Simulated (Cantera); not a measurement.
A closed system holds: 1 mol AlN, 14 mol H2O, 0.34 mol O2, equilibrated at 2048 K.

These are equilibrium values from Cantera (NASA tables, ideal gas, pure condensed phases), not measurements of a reactor. Candidate condensed phases: Al, AlN, Al2O3, H2O; 35 gas species. Rates play no part.

At 1.70 mbar, list the 4 most abundant gas species with their mole fractions, and the condensed phases.

H2O 0.840, H2 0.0804, N2 0.0332, OH 0.0175. Condensed: Al2O3(s).
